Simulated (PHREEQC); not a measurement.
0.11 g of hydrous ferric oxide (600 m²/g; 0.2 weak and 0.005 strong sites per Fe, Dzombak-Morel constants, diffuse double layer) in 1 kg of water with 0.05 mol/kgw of an inert sodium salt and 0.00057 mol/kgw NaF, at 25 °C; the pH is set by adding NaOH or the inert anion's acid. Oxygen alone is held at its pressure in air (log pO2 = -0.68). No CO2 enters from the air. No solid was allowed to form.

Equilibrium calculation in PHREEQC: ion-association model, wateq4f.dat.

### Question
Predict F sorbed (%), surface charge σ (C/m²) at pH = 4, 5.5, 10.5.

### Answer
| pH | F sorbed (%) | surface charge σ (C/m²) |
|---|---|---|
| 4 | 22.8 | 0.151 |
| 5.5 | 14.6 | 0.083 |
| 10.5 | 0.0 | -0.111 |
